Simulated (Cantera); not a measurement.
Input: 1 mol CaCl₂, 9.5 mol N₂, 1.3 mol H₂, held at 750 Torr.

Equilibrium computed with Cantera from the NASA thermochemical tables; the gas is ideal and each condensed phase is pure. Candidate condensed phases: Ca, CaCl₂, NH₄Cl; 16 gas species. Kinetics and transport are ignored.

x: gas mole fraction; n: condensed amount in mol.

```csv
T (K),x N₂,x H₂,x CaCl₂,x HCl,x CaCl,x H,x NH₃,n CaCl₂(s),n CaCl₂(l)
623,0.880,0.119,<1e-12,<1e-12,<1e-12,<1e-12,0.00109,1.00,0
823,0.880,0.120,6.53e-12,1.11e-12,<1e-12,2.54e-12,9.33e-5,1.00,0
1023,0.880,0.120,5.10e-8,1.83e-9,3.25e-10,1.44e-9,1.96e-5,1.000,0
1223,0.880,0.120,___,___,___,___,___,0,1.000
1423,0.879,0.120,0.000498,7.84e-6,5.01e-6,2.30e-6,3.09e-6,0,0.995
1623,0.873,0.119,0.00772,0.000111,8.62e-5,2.39e-5,1.69e-6,0,0.915
1823,0.825,0.112,___,___,___,___,___,0,___
2023,0.804,0.109,0.0825,0.00235,0.00195,0.000626,6.20e-7,0,0
2223,0.802,0.106,0.0802,0.00474,0.00376,0.00209,4.47e-7,0,0
```

Task: Fill in the missing entries.

Result: 
- 1823, x CaCl₂: 0.0614
- 1823, x HCl: 0.000855
- 1823, x CaCl: 0.000733
- 1823, x H: 0.000145
- 1823, x NH₃: 9.52e-7
- 1823, n CaCl₂(l): 0.284
- 1223, x CaCl₂: 1.17e-5
- 1223, x HCl: 2.36e-7
- 1223, x CaCl: 9.95e-8
- 1223, x H: 1.04e-7
- 1223, x NH₃: 6.74e-6
